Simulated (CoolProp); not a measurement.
Vapour-liquid equilibrium of R1234ze(E) (1) + R227EA (2) at 256.7 K; x and y are mole fractions of (1).

Model: multi-fluid Helmholtz-energy mixture model, Thol 2016 and Lemmon 2016; pair parameters Bell 2023, in CoolProp.

Give the bubble pressure and the first vapour's composition at x = 0.05, 0.5, 0.65. Is there an azeotrope?

x = 0.05: 0.1018 MPa, y = 0.059; x = 0.5: 0.1092 MPa, y = 0.529; x = 0.65: 0.1109 MPa, y = 0.670. No azeotrope shows between x = 0.05 and 0.95.

Pair parameters are fitted to limited data, so mixtures are less certain than the pure fluids.
